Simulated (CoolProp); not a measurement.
Vapour-liquid equilibrium of octamethyltrisiloxane (MDM) (1) + octamethylcyclotetrasiloxane (D4) (2) at 332 K; x and y are mole fractions of (1).

Model: multi-fluid Helmholtz-energy mixture model, Thol 2017 and Thol 2015; pair parameters Bell 2016, in CoolProp.

```json
[
 {"x": "0.05", "bubble pressure (MPa)": "0.001335", "y at the bubble point": "0.142", "dew pressure at overall composition x (MPa)": "0.001247", "liquid density (mol/L)": "3.084"},
 {"x": "0.2", "bubble pressure (MPa)": "0.001693", "y at the bubble point": "0.426", "dew pressure at overall composition x (MPa)": "0.001396", "liquid density (mol/L)": "3.116"},
 {"x": "0.35", "bubble pressure (MPa)": "0.002023", "y at the bubble point": "0.605", "dew pressure at overall composition x (MPa)": "0.001581", "liquid density (mol/L)": "3.149"},
 {"x": "0.5", "bubble pressure (MPa)": "0.002345", "y at the bubble point": "0.735", "dew pressure at overall composition x (MPa)": "0.001817", "liquid density (mol/L)": "3.183"},
 {"x": "0.65", "bubble pressure (MPa)": "0.002668", "y at the bubble point": "0.836", "dew pressure at overall composition x (MPa)": "0.002126", "liquid density (mol/L)": "3.218"},
 {"x": "0.8", "bubble pressure (MPa)": "0.002998", "y at the bubble point": "0.917", "dew pressure at overall composition x (MPa)": "0.002545", "liquid density (mol/L)": "3.253"},
 {"x": "0.95", "bubble pressure (MPa)": "0.003334", "y at the bubble point": "0.982", "dew pressure at overall composition x (MPa)": "0.003161", "liquid density (mol/L)": "3.289"}
]
```

No azeotrope shows between x = 0.05 and 0.95.

The pair parameters rest on a limited set of measurements; away from them the model extrapolates.
